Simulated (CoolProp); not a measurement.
Vapour-liquid equilibrium of ethylene (1) + isobutane (2) at 200.8 K; x and y are mole fractions of (1).

The numbers come from the multi-fluid Helmholtz-energy mixture model, Smukala 2000 and Bücker 2006; pair parameters Bell 2016 in CoolProp.

Task: Give the bubble pressure and the first vapour's composition at x = 0.05, 0.65, 0.8. Is there an azeotrope?

Result: x = 0.05: 0.02269 MPa, y = 0.829; x = 0.65: 0.2939 MPa, y = 0.995; x = 0.8: 0.3690 MPa, y = 0.997. No azeotrope shows between x = 0.05 and 0.95.

The pair parameters rest on a limited set of measurements; away from them the model extrapolates.
